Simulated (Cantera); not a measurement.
Feed: 1 mol (CH3)2SiCl2, 0.056 mol C3H8, 18 mol H2, 0.86 mol HCl, at 5.63 Torr.

Method: chemical equilibrium by Gibbs-energy minimisation in Cantera with the NASA 1993 tables (ideal gas, pure condensed phases). Candidate condensed phases: C, C6H6, C7H8, C8H18, Si, SiC; 109 gas species. The feed counts by its element totals alone. The tables' values for SiCl are old estimates; treat these amounts as uncertain. Gases not in the tables: Si2H6 and higher silanes. Rates play no part.

Task: At 2127 °C, list the 4 most abundant gas species with their mole fractions, and the condensed phases.

Result: H2 0.700, H 0.154, HCl 0.0903, Si 0.0264. Condensed: C(graphite).
